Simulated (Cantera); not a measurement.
**Premixed flame**

A freely propagating, adiabatic, planar premixed flame of C3H8 : O2 : N2 : CO2 : H2O = 1 : 4.55 : 16.4 : 1.8 : 0.14 (molar parts), equivalence ratio 1.1, unburnt at 373 K and 255 Torr; mixture-averaged transport, grid criteria slope 0.08 and curve 0.16, no radiation.

Cantera simulation using GRI-Mech 3.0 (53 species, 325 reactions); the numbers are that mechanism's predictions, not measurements. GRI-Mech 3.0 was tuned for natural gas; its chemistry of propane as a main component is partial and can be far from experiment. Burning velocities carry a grid error of a few per cent, more on coarse grids.

| z (mm) | T (K) | u (m/s) | x C3H8 | x O2 | x CO2 | x N2O | x NO2 | x H |
|---|---|---|---|---|---|---|---|---|
| -2.90 | 373 | 0.624 | 0.0418 | 0.190 | 0.0753 | <1e-8 | <1e-8 | <1e-8 |
| -1.93 | 374 | 0.626 | 0.0418 | 0.190 | 0.0752 | <1e-8 | <1e-8 | <1e-8 |
| -1.45 | 378 | 0.634 | 0.0417 | 0.189 | 0.0750 | <1e-8 | <1e-8 | <1e-8 |
| -0.965 | 418 | 0.706 | 0.0412 | 0.185 | 0.0745 | <1e-8 | 3.39e-8 | 2.28e-8 |
| -0.483 | 769 | 1.34 | 0.0322 | 0.150 | 0.0750 | <1e-8 | 6.04e-8 | 4.44e-5 |
| -0.241 | 1179 | 2.12 | 0.0127 | 0.107 | 0.0793 | <1e-8 | 1.83e-8 | 0.000619 |
| 0 | 1566 | 2.88 | 0.000485 | 0.0597 | 0.0893 | 1.27e-8 | <1e-8 | 0.00366 |
| 0.241 | 1728 | 3.19 | 6.22e-7 | 0.0331 | 0.102 | 2.17e-8 | <1e-8 | 0.00768 |
| 0.483 | 1767 | 3.25 | <1e-8 | 0.0231 | 0.112 | 2.74e-8 | <1e-8 | 0.00992 |
| 0.965 | 1800 | 3.30 | <1e-8 | 0.0177 | 0.123 | 2.88e-8 | <1e-8 | 0.0108 |
| 1.93 | 1841 | 3.36 | <1e-8 | 0.0154 | 0.129 | 2.81e-8 | <1e-8 | 0.00978 |
| 3.86 | 1895 | 3.45 | <1e-8 | 0.0133 | 0.132 | 2.83e-8 | <1e-8 | 0.00768 |
| 7.72 | 1960 | 3.55 | <1e-8 | 0.0108 | 0.136 | 2.86e-8 | <1e-8 | 0.00540 |
x: mole fraction of selected species; z is measured from the peak of heat release.

```yaml
laminar_burning_velocity: 62.3 cm/s
thermal_thickness: 0.965 mm
peak x(H): 0.0108
grid_points: 150
```
